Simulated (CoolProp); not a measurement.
Model: reference Helmholtz-energy equation of state, Lemmon and Jacobsen 2000, in CoolProp.

Q: For R143a, give the phase and the density (kg/m³), isothermal compressibility (1/MPa), Prandtl number at 400.3 K and 2690 kPa.

A: 
- 400.3 K and 2690 kPa: gas; density 81.7, isothermal compressibility 0.452, Prandtl number 0.778

Viscosity comes from a separate model (Klein 1997), an estimate that may be off by 10 % or more. Thermal conductivity comes from a separate model (McLinden 2000), an estimate that may be off by 10 % or more.
